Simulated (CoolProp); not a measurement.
Vapour-liquid equilibrium of propylene (1) + n-hexane (2) at 252.1 K; x and y are mole fractions of (1).

The numbers come from the multi-fluid Helmholtz-energy mixture model, Lemmon 2013 and Thol 2019; pair parameters Bell 2016 in CoolProp.

```
x     bubble pressure (kPa)  y at the bubble point  dew pressure at overall composition x (kPa)  liquid density (mol/L)
----  ---------------------  ---------------------  -------------------------------------------  ----------------------
0.05                  26.34                  0.935                                        1.839                   8.256
0.2                   73.95                  0.979                                        2.184                   8.861
0.35                  108.5                  0.987                                        2.687                   9.545
0.5                   143.9                  0.992                                        3.490                   10.32
0.65                  184.3                  0.995                                        4.979                   11.20
0.8                   230.1                  0.998                                        8.680                   12.19
0.95                  278.4                  1.000                                        33.68                   13.30
```

No azeotrope shows between x = 0.05 and 0.95.

The pair parameters rest on a limited set of measurements; away from them the model extrapolates. The gap from Raoult's law changes sign with composition, which may be real or a fault of the pair parameters; it wasn't checked against measurements. With so large a gap from Raoult's law the liquid may split in two, which this calculation doesn't test in full.
